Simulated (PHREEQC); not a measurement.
Solution (25 °C): 0.82 mol/kgw KCl and 0.081 mol/kgw NaCl. Closed to the air; pH follows from the charge balance.

The numbers come from PHREEQC with the Pitzer model, pitzer.dat.

Precipitation was switched off in this run.

Task: What activity of water does the model give?

Result: activity of water 0.971.
